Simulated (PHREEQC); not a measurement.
A PHREEQC speciation (ion-association model, wateq4f.dat) at 25 °C gives pH 8.68 and these molalities:

```tsv
species	mol/kgw
Na+	0.444
HPO4-2	0.200
NaHPO4-	0.0354
H2PO4-	0.00194
SO4-2	0.00182
CaPO4-	0.00160
CaHPO4	0.000820
NaSO4-	0.000780
PO4-3	0.000332
Ca+2	0.000176
OH-	7.78e-6
CaSO4	2.56e-6
CaH2PO4+	2.19e-6
H4SiO4	3.54e-7
H3SiO4-	4.62e-8
CaOH+	5.03e-9
H+	2.75e-9
H3PO4	3.46e-10
HSO4-	1.05e-10
```

### Question
What are the element totals, and what could have been dissolved in 1 kg of water to give them?

### Answer
One answer among several that fit: totals Ca 0.00260, Na 0.480, P 0.240, S(6) 0.00260, Si 4.00e-7 mol/kgw, from 0.0026 mol CaSO4, 0.24 mol Na2HPO4 and 4e-07 mol H4SiO4 per kg of water.

No solid was allowed to form. Saturation is exceeded, for instance for Hydroxyapatite; the values hold only as long as no solid forms. H3PO4, which wateq4f.dat lacks, is added to it with the constant of phreeqc.dat.
